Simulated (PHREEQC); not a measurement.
4.5 g of hydrous ferric oxide (600 m²/g; 0.2 weak and 0.005 strong sites per Fe, Dzombak-Morel constants, diffuse double layer) in 1 kg of water with 0.001 mol/kgw of an inert sodium salt and 0.005 mol ZnSO4 and 2.9e-05 mol Na2HAsO4, at 25 °C; the pH is set by adding NaOH or the inert anion's acid. Oxygen is held at 0.21 atm. CO2 from the air is kept out. Nothing may precipitate in this run.

Model: ion-association model, wateq4f.dat, run in PHREEQC.

### Question
Predict surface charge σ (C/m²) at pH = 9.5, 10.5, 11.

### Answer
| pH | surface charge σ (C/m²) |
|---|---|
| 9.5 | 0.004 |
| 10.5 | -0.009 |
| 11 | -0.019 |

Along this series the solution becomes supersaturated in solids that the run did not let form, among them Zn(OH)2-a, Zn4(OH)6SO4. The database has no arsenate complexes of Zn.
